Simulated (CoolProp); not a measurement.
Vapour-liquid equilibrium of R143a (1) + propane (2) at 0.461 MPa; x and y are mole fractions of (1).

Model: multi-fluid Helmholtz-energy mixture model, Lemmon and Jacobsen 2000 and Lemmon 2009; pair parameters Bell 2016, in CoolProp.

```
x     bubble temperature (K)  y at the bubble point  dew temperature at overall composition x (K)  liquid density (mol/L)
----  ----------------------  ---------------------  --------------------------------------------  ----------------------
0.05                   267.7                  0.158                                         270.8                   12.10
0.2                    261.1                  0.385                                         266.5                   12.17
0.35                   258.9                  0.482                                         262.1                   12.18
0.5                    258.1                  0.547                                         258.6                   12.21
0.65                   258.0                  0.616                                         258.2                   12.30
0.8                    259.0                  0.718                                         260.3                   12.42
0.95                   262.1                  0.903                                         263.0                   12.53
```

y crosses x between x = 0.5 and 0.65: the model has an azeotrope there.

Pair parameters are fitted to limited data, so mixtures are less certain than the pure fluids.
